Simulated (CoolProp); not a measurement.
Model: reference Helmholtz-energy equation of state, Lemmon 2005, in CoolProp. It is a short technical equation, of lower accuracy than the large ones.

Question: Give the vapour pressure (bar), liquid density (kg/m³), enthalpy of vaporisation (kJ/kg), liquid cp (kJ/(kg K)) of saturated 1-butene at 247.6, 272.7, 306.2 K.

Answer: 
```tsv
T (K)	p (bar)	liquid density (kg/m³)	enthalpy of vaporisation (kJ/kg)	liquid cp (kJ/(kg K))
247.6	0.447	647	410	2.10
272.7	1.27	619	387	2.19
306.2	3.77	578	351	2.35
```
